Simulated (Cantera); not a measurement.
Charge: 1 mol BF3, 1.2 mol NH3, 140 mol H2, held at 2102 °C and 3400 Pa.

Method: chemical equilibrium by Gibbs-energy minimisation in Cantera with the NASA 1993 tables (ideal gas, pure condensed phases). Candidate condensed phases: B, BN; 31 gas species. The tables' values for BF2, BH2 are old estimates; treat these amounts as uncertain. Kinetics and transport are ignored.

Problem. What is the equilibrium state?

Solution. 
```json
{
  "x(H2)": "0.904",
  "x(H)": "0.0727",
  "x(HF)": "0.0130",
  "x(BF)": "0.00629",
  "x(N2)": "0.00400",
  "x(BF2)": "0.000326",
  "x(BH2)": "2.72e-5",
  "x(BHF2)": "1.16e-5",
  "x(B)": "7.86e-6",
  "gas_amount": "149.8 mol",
  "log10 activity of B(l) (absent)": "-1.96"
}
```
